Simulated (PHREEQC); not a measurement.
Consider water at 25 °C with 0.0018 mol CdCl2 per kg of water. Closed to the air; pH follows from the charge balance.

The numbers come from PHREEQC with the ion-association model, wateq4f.dat.

### Question
The ionic strength comes out as 0.00471 mol/kgw. What activity coefficients do Cl-, CdCl+, Cd+2 get?

### Answer
Cl- 0.93, CdCl+ 0.93, Cd+2 0.74.

Precipitation was switched off in this run.
